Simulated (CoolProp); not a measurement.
Vapour pressure (MPa) of R236EA: the reference equation beside estimates from Tc = 139.3 °C, pc = 3.414 MPa, ω = 0.368.

Values from CoolProp's reference Helmholtz-energy equation of state, Rui 2013.

```
T (°C)  reference  Redlich-Kwong  Soave-Redlich-Kwong  Peng-Robinson
------  ---------  -------------  -------------------  -------------
17.55      0.1576         0.3164               0.1576         0.1574
22.35      0.1876         0.3623               0.1878         0.1872
27.15      0.2218         0.4128               0.2224         0.2212
31.95      0.2607         0.4681               0.2617         0.2599
36.75      0.3046         0.5284               0.3062         0.3036
41.55      0.3540         0.5940               0.3563         0.3528
46.35      0.4093         0.6651               0.4124         0.4080
51.15      0.4709         0.7419               0.4751         0.4696
```

Absolute difference from the reference over all 8 rows, mean and median: Redlich-Kwong 77.6 and 76.5 %, Soave-Redlich-Kwong 0.4 and 0.5 %, Peng-Robinson 0.3 and 0.3 %.
